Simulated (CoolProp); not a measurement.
C2F6 (R116) at several states: density (kg/m³) from the reference equation and from simpler models built on Tc = 293.0 K, pc = 30.48 bar, ω = 0.257; each cubic takes its own stable root.

The numbers come from the reference Helmholtz-energy equation of state, Lemmon 2006 in CoolProp. It is a short technical equation, of lower accuracy than the large ones.

```tsv
T (K)	p (bar)	phase	reference
372.1	94.4	supercritical	632.3
185.4	14.9	liquid	1653
336.8	0.122	gas	0.6018
351.3	41.6	supercritical	267.0
```

Task: How far does each simpler model (van der Waals, Redlich-Kwong, Peng-Robinson) lie from the reference over these 4 states: mean and median of the absolute difference, and the worst?

Result: 
- van der Waals: mean 12.4 %, median 6.6 %, worst -36.4 % at 185.4 K and 14.9 bar
- Redlich-Kwong: mean 4.2 %, median 4.8 %, worst -7.1 % at 185.4 K and 14.9 bar
- Peng-Robinson: mean 3.0 %, median 1.9 %, worst +8.2 % at 185.4 K and 14.9 bar
